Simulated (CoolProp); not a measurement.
Vapour-liquid equilibrium of CF4 (R14) (1) + R13 (2) at 0.0336 MPa; x and y are mole fractions of (1).

The numbers come from the multi-fluid Helmholtz-energy mixture model, Platzer 1990 and Platzer 1990; pair parameters Bell 2016 in CoolProp. This equation is an older, rougher fit; its heat capacities, sound speeds and derivatives of the liquid may be far off and weren't checked against measurements.

### Question
Give the bubble temperature and the first vapour's composition at x = 0.425, 0.575, 0.8. Is there an azeotrope?

### Answer
x = 0.425: -134.4 °C, y = 0.968; x = 0.575: -137.0 °C, y = 0.980; x = 0.8: -139.8 °C, y = 0.992. No azeotrope shows between x = 0.05 and 0.95.

The pair parameters rest on a limited set of measurements; away from them the model extrapolates.
